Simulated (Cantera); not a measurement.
**CO2 + O2 + SO2 (abatement and gas-phase synthesis)**

Feed: 1 mol CO2, 0.21 mol O2, a varied amount of SO2, equilibrated at 3248.15 K and 1330 Pa.

These are equilibrium values from Cantera (NASA tables, ideal gas, pure condensed phases), not measurements of a reactor. Candidate condensed phases: C, S; 22 gas species. Rates play no part.

From 0.043 mol SO2 to 0.47 mol SO2 nothing is condensed. The main C-bearing gas is CO throughout.

| n(SO2) (mol) | x O | x CO | x S | x SO | x O2 | x CO2 | x SO2 | x S2 |
|---|---|---|---|---|---|---|---|---|
| 0.043 | 0.503 | 0.409 | 0.00896 | 0.00789 | 0.0547 | 0.0145 | 0.00135 | 4.37e-6 |
| 0.11 | 0.504 | 0.384 | 0.0215 | 0.0189 | 0.0547 | 0.0136 | 0.00325 | 2.52e-5 |
| 0.18 | 0.504 | 0.361 | 0.0330 | 0.0291 | 0.0548 | 0.0128 | 0.00500 | 5.94e-5 |
| 0.26 | 0.504 | 0.338 | 0.0446 | 0.0394 | 0.0549 | 0.0120 | 0.00676 | 0.000108 |
| 0.33 | 0.505 | 0.320 | 0.0536 | 0.0473 | 0.0549 | 0.0113 | 0.00813 | 0.000156 |
| 0.4 | 0.505 | 0.304 | 0.0616 | 0.0544 | 0.0550 | 0.0108 | 0.00936 | 0.000207 |
| 0.47 | 0.505 | 0.289 | 0.0689 | 0.0609 | 0.0550 | 0.0103 | 0.0105 | 0.000259 |
x: gas mole fraction; nothing condenses.
